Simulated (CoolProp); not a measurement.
Vapour-liquid equilibrium of acetone (1) + p-xylene (2) at 0.834 MPa; x and y are mole fractions of (1).

The numbers come from the multi-fluid Helmholtz-energy mixture model, Lemmon 2006 and Zhou 2012; pair parameters Bell 2016 in CoolProp.

Q: Give the bubble temperature and the first vapour's composition at x = 0.2, 0.275, 0.725. Is there an azeotrope?

A: x = 0.2: 465.9 K, y = 0.594; x = 0.275: 455.3 K, y = 0.689; x = 0.725: 420.9 K, y = 0.925. No azeotrope shows between x = 0.05 and 0.95.

The pair parameters rest on a limited set of measurements; away from them the model extrapolates.
